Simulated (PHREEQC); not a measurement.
A solution holds 0.012 mol/kgw HF, 5e-05 mol/kgw CsF, 0.0026 mol/kgw (NH4)2SiF6 and 0.051 mol/kgw HCl, at 25 °C. Closed to the air; pH follows from the charge balance.

Equilibrium calculation in PHREEQC: ion-association model, wateq4f.dat.

| quantity | before | after |
|---|---|---|
| pH | 1.36 | 1.38 |
| ionic strength (mol/kgw) | 0.0590 | 0.0564 |
| HF (mol/kgw) | 0.0112 | 0.00476 |
| H2F2 (mol/kgw) | 0.000331 | 5.98e-5 |
| F- (mol/kgw) | 0.000218 | 9.55e-5 |
| HF2- (mol/kgw) | 9.50e-6 | 1.77e-6 |

Task: What was changed between the two runs?
(A) HF left out
(B) CsF from 5e-05 to 0.0005 mol/kgw
(C) diluted 5-fold with water
(D) (NH4)2SiF6 left out

Result: A, HF left out

This is a speciation only: nothing precipitates in the calculation. Some of these states are supersaturated (in Quartz (slow to form), Chalcedony (slow to form), for instance). SiF6-2 is the database's only silicon fluoride.
